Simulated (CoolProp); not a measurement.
A Linde-Hampson liquefier for nitrogen: isothermal reversible compression at 290 K from 1 atm to 10 MPa, throttling to 1 atm, return gas leaving the recuperator 10 K below the feed. Each further row changes one setting.

Model: reference Helmholtz-energy equation of state, Span 2000, in CoolProp.

```json
[
 {"case": "as stated", "liquid yield per pass": "0.025", "compression work (kJ/kg of gas)": "394"},
 {"case": "high pressure 20 MPa", "liquid yield per pass": "0.059", "compression work (kJ/kg of gas)": "455"},
 {"case": "warm-end temperature 320 K", "liquid yield per pass": "0.014", "compression work (kJ/kg of gas)": "437"},
 {"case": "warm-end gap 15 K", "liquid yield per pass": "0.013", "compression work (kJ/kg of gas)": "394"}
]
```
